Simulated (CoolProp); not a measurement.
Saturation properties of cis-2-butene.

Model: reference Helmholtz-energy equation of state, Lemmon 2005, in CoolProp. It is a short technical equation, of lower accuracy than the large ones.

```
T (°C)  p (MPa)  liquid density (kg/m³)  vapour density (kg/m³)  enthalpy of vaporisation (kJ/kg)  surface tension (mN/m)
------  -------  ----------------------  ----------------------  --------------------------------  ----------------------
11.25    0.1339                   631.5                   3.341                             406.8                    15.8
22.45    0.1967                   618.5                   4.795                             395.3                    14.4
33.75    0.2807                   604.9                   6.716                             383.1                    12.9
44.95    0.3885                   590.9                   9.164                             370.2                    11.5
56.15    0.5248                   576.3                   12.27                             356.5                    10.2
67.45    0.6956                   560.8                   16.20                             341.7                    8.87
78.65    0.9025                   544.6                   21.06                             325.6                    7.58
89.85     1.152                   527.2                   27.13                             308.1                    6.34
101.05    1.448                   508.4                   34.73                             288.6                    5.15
112.35    1.801                   487.5                   44.45                             266.4                    4.00
123.55    2.210                   464.1                   56.93                             240.9                    2.92
134.75    2.687                   436.6                   73.73                             210.4                    1.92
145.95    3.239                   402.1                   98.16                             171.4                    1.01
```

It boils at 3.7 °C under 1 atm.

Surface tension comes from a separate correlation (Mulero 2014).
